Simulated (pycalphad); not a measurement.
An equivalent pycalphad script:

```python
from pycalphad import Database, equilibrium, calculate, variables as v
import numpy as np
db = Database('COST507.tdb')
comps = ['V', 'SI', 'VA']
phases = ['BCC_A2', 'DIAMOND_A4', 'LIQUID', 'SI2V', 'SI3V5', 'SI5V6', 'SIV3']
eq = equilibrium(db, comps, phases, {v.X('SI'): 0.0067, v.T: np.arange(2850, 499, -40), v.P: 101325, v.N: 1}, output=['HM', 'SM'])
```

Source of the numbers: pycalphad with the COST 507 light-alloy database (1999); pressure 1 atm. These are 1990s assessments: newer ones move some temperatures and phases. Phase fractions are per mole of atoms. Kinetics are ignored, which matters at the lower temperatures.

Results at three of the temperatures:

```
T = 1650.00 K, P = 101325 Pa, N = 1 mol of atoms
G = -92221 J/mol, H = 39775 J/mol, S = 80.00 J/(mol K)  (SER reference)
chemical potentials (J/mol): V -91124, Si -254881
phase             fraction       x(V)      x(Si)
BCC_A2              1.0000     0.9933     0.0067
```

```
T = 1090.00 K, P = 101325 Pa, N = 1 mol of atoms
G = -51134 J/mol, H = 21039 J/mol, S = 66.21 J/(mol K)  (SER reference)
chemical potentials (J/mol): V -50100, Si -204414
phase             fraction       x(V)      x(Si)
BCC_A2              1.0000     0.9933     0.0067
```

```
T = 530.00 K, P = 101325 Pa, N = 1 mol of atoms
G = -19368 J/mol, H = 4695 J/mol, S = 45.40 J/(mol K)  (SER reference)
chemical potentials (J/mol): V -18215, Si -190372
phase             fraction       x(V)      x(Si)
BCC_A2              0.9731     1.0000   1.71e-05
SIV3                0.0269     0.7519     0.2481
```

Changes of the phase set, refined by bisection:

```csv
T (°C),phases above,phases below
1905.6,liquid,bcc + liquid
1903.7,bcc + liquid,bcc
801.4,bcc,bcc + SIV3
```

Database names, with the compositions (at.%) that they take in these runs: SIV3: V 75-78 Si 22-25. BCC_A2 is bcc.
